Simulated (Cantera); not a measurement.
FeS + H2 + N2 (hydrogen reduction and annealing atmospheres)

Feed: 1 mol FeS, 1400 mol H2, 15 mol N2.

Equilibrium computed with Cantera from the NASA thermochemical tables; the gas is ideal and each condensed phase is pure. Candidate condensed phases: Fe, FeS, FeS2, S; 16 gas species. Equilibrium is a limit: real reactors are often held back by kinetics, nucleation or transport.

Stable condensed phases:

```
T in K \ P in Pa
              10      32     100     320    1000    3200   10000   32000  100000  320000 1000000
   1925        A       A       A       A       A       A       A       B       B       B       B
   1875        A       A       A       A       A       A       A       B       B       B       B
   1825        A       A       A       A       A       A       B       B       B       B       B
   1775        A       A       A       A       A       B       B       B       B       B       B
   1725        A       A       A       A       A       B       B       B       B       B       B
   1675        A       A       A       A       B       B       B       B       B       B       B
   1625        A       A       A       B       B       B       B       B       B       B       B
   1575        A       A       B       B       B       B       B       B       B       B       B
   1525        A       A       B       B       B       B       B       B       B       B       B
   1475        A       B       B       B       B       B       B       B       B       B       B
   1425        B       B       B       B       B       B       B       B       B       B       B
   1375        B       B       B       B       B       B       B       B       B       B       B
   1325        B       B       B       B       B       B       B       B       B       B       B
   1275        B       B       B       B       B       B       B       B       B       B       B
```

A: gas only; B: Fe.
